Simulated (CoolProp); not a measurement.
R152A at 298.15 K and 5.72 MPa is throttled through a valve to 0.853 MPa with no heat exchange. Each further row changes one setting.

Computed with CoolProp (reference Helmholtz-energy equation of state, Outcalt 1996). It is a modified Benedict-Webb-Rubin equation, recast in Helmholtz form.

```tsv
case	temperature change (K)	final phase	final density (kg/m³)
as stated	+0.6	liquid	___
outlet pressure 0.256 MPa	___	two-phase, vapour fraction 0.150	___
outlet pressure 1.11 MPa	+0.6	liquid	900
```

**Question.** Complete the blanks.

**Answer.** 
- as stated, final density (kg/m³): 899
- outlet pressure 0.256 MPa, temperature change (K): -25.9
- outlet pressure 0.256 MPa, final density (kg/m³): 51.6
